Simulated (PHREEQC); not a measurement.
Make-up at 25 °C: 0.076 mol/kgw MgCl2, 0.0041 mol/kgw NaHCO3 and 0.00032 mol/kgw H4SiO4. Closed to the air; pH follows from the charge balance.

Model: Pitzer model, pitzer.dat, run in PHREEQC.

Precipitation was switched off in this run.

Question: Order these C species by the share of C that they hold, largest first: CO2, CO3-2, MgCO3, HCO3-.

Answer: HCO3- (94 %), CO2 (3.3 %), MgCO3 (2.3 %), CO3-2 (0.84 %)

The pH is 7.60 and the ionic strength 0.232 mol/kgw. Examples of supersaturated solids here: Magnesite (slow to form). Others may be too.
